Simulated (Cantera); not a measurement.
Boron, boron nitride and boron oxide: B2H6 + NH3 + O2

Input: 1 mol B2H6, 0.15 mol NH3, 2.2 mol O2, equilibrated at 0.900 bar.

Method: chemical equilibrium by Gibbs-energy minimisation in Cantera with the NASA 1993 tables (ideal gas, pure condensed phases). Candidate condensed phases: B, BN, B2O3, B3O3H3, H2O; 39 gas species. The feed counts by its element totals alone. Gases not in the tables: H3BO3. The numbers say what is thermodynamically allowed, not how fast it happens.

```csv
T (°C),log p H2,log p H2O,log p HBO2,log p B2O3,log p N2,log p (HBO2)3,log p HBO,log p H,n B2O3(l)
575,-0.30,-0.44,-6.45,<-12,-1.69,-1.83,<-12,-10.87,0.920
775,-0.30,-0.43,-4.38,-10.52,-1.69,-2.29,-9.27,-8.26,0.972
975,-0.30,-0.42,-3.01,-7.38,-1.69,-2.64,-6.97,-6.48,0.986
1175,-0.30,-0.43,-2.04,-5.14,-1.69,-2.92,-5.32,-5.19,0.976
1375,-0.31,-0.46,-1.33,-3.47,-1.70,-3.17,-4.09,-4.21,0.907
1575,-0.35,-0.56,-0.83,-2.18,-1.73,-3.50,-3.11,-3.45,0.670
1775,-0.42,-0.82,-0.54,-1.21,-1.80,-4.10,-2.33,-2.86,0
```
log p: log10 of the partial pressure in bar; n: condensed amount in mol.

From 575 °C to 1575 °C the condensed part is B2O3(l). At 1775 °C nothing is condensed. The share of B in condensed phases is highest at 975 °C (98.6 %) and lowest at 1775 °C (0.0 %).
